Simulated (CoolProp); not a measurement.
Ammonia along the isotherm 459.2 K: density (kg/m³) from the reference equation and from simpler models built on Tc = 405.6 K, pc = 11.36 MPa, ω = 0.256; each cubic takes its own stable root.

Model: reference Helmholtz-energy equation of state, Gao 2020, in CoolProp.

| p (MPa) | phase | reference |
|---|---|---|
| 3.55 | gas | 17.15 |
| 7.1 | gas | 37.68 |
| 10.7 | gas | 63.80 |
| 14.2 | supercritical | 97.48 |
| 17.8 | supercritical | 146.0 |
| 21.3 | supercritical | 207.5 |
| 24.9 | supercritical | 267.2 |
| 28.4 | supercritical | 308.6 |
| 32 | supercritical | 338.4 |
| 35.5 | supercritical | 360.2 |
| 39.1 | supercritical | 377.9 |
| 42.6 | supercritical | 392.2 |
| 46.2 | supercritical | 404.8 |
| 49.7 | supercritical | 415.5 |
| 53.3 | supercritical | 425.3 |
| 56.8 | supercritical | 433.8 |

How far does each simpler model (ideal gas, Redlich-Kwong, Soave-Redlich-Kwong, Peng-Robinson) lie from the reference over these 16 states: mean and median of the absolute difference, and the worst?


- ideal gas: mean 43.9 %, median 47.9 %, worst -58.9 % at 459.2 K and 28.4 MPa
- Redlich-Kwong: mean 11.5 %, median 17.0 %, worst -18.8 % at 459.2 K and 46.2 MPa
- Soave-Redlich-Kwong: mean 16.3 %, median 21.5 %, worst -23.4 % at 459.2 K and 32 MPa
- Peng-Robinson: mean 10.8 %, median 14.1 %, worst -17.0 % at 459.2 K and 28.4 MPa
